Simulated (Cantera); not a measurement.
A freely propagating, adiabatic, planar premixed flame of 22.0 % H2, 15.5 % O2, 60.5 % N2, 2.05 % H2O, equivalence ratio 0.71, unburnt at 723 K and 4.93 atm; multicomponent transport, grid criteria slope 0.08 and curve 0.16, no radiation.

Cantera simulation using the H2/O2 subset of GRI-Mech 3.0, which has no nitrogen chemistry; the numbers are that mechanism's predictions, not measurements. The hydrogen kinetics of GRI-Mech 3.0 are dated; newer H2 mechanisms differ, most at raised pressure. Burning velocities carry a grid error of a few per cent, more on coarse grids.

x: mole fraction of selected species; z is measured from the peak of heat release.

| z (mm) | T (K) | u (m/s) | x H2 | x O2 | x H2O | x OH | x H2O2 | x HO2 |
|---|---|---|---|---|---|---|---|---|
| -0.182 | 723 | 5.85 | 0.220 | 0.155 | 0.0205 | <1e-8 | <1e-8 | <1e-8 |
| -0.121 | 723 | 5.85 | 0.220 | 0.155 | 0.0205 | <1e-8 | <1e-8 | 2.55e-8 |
| -0.0909 | 723 | 5.84 | 0.219 | 0.155 | 0.0205 | <1e-8 | <1e-8 | … |
| -0.0606 | 724 | 5.83 | 0.217 | 0.155 | 0.0206 | <1e-8 | 2.78e-7 | 1.03e-5 |
| -0.0303 | 782 | 6.15 | 0.194 | 0.157 | 0.0260 | 7.54e-5 | 3.04e-5 | 0.000616 |
| -0.0152 | 1024 | 7.82 | 0.151 | 0.149 | 0.0562 | 0.000934 | 7.31e-5 | 0.000687 |
| 0 | … | 10.5 | … | … | … | … | … | … |
| 0.0152 | 1682 | 12.4 | 0.0418 | 0.0814 | 0.187 | 0.00888 | 5.55e-6 | 0.000204 |
| 0.0303 | 1844 | 13.6 | 0.0231 | 0.0640 | 0.216 | 0.0126 | 3.44e-6 | 0.000124 |
| 0.0606 | 2005 | 14.7 | 0.0137 | 0.0553 | 0.234 | 0.0143 | 2.10e-6 | 6.81e-5 |
| 0.121 | 2133 | 15.5 | 0.00831 | 0.0524 | 0.246 | 0.0128 | 1.35e-6 | 3.43e-5 |
| 0.243 | 2215 | 16.0 | 0.00419 | 0.0513 | 0.255 | 0.00975 | 8.95e-7 | 1.63e-5 |
| 0.485 | 2257 | 16.3 | 0.00189 | 0.0512 | 0.261 | 0.00690 | 6.45e-7 | 8.82e-6 |

Problem. Fill in the missing entries.

Solution. 
- -0.0909, x HO2: 3.01e-7
- 0, T (K): 1401
- 0, x H2: 0.0884
- 0, x O2: 0.117
- 0, x H2O: 0.125
- 0, x OH: 0.00372
- 0, x H2O2: 2.13e-5
- 0, x HO2: 0.000378
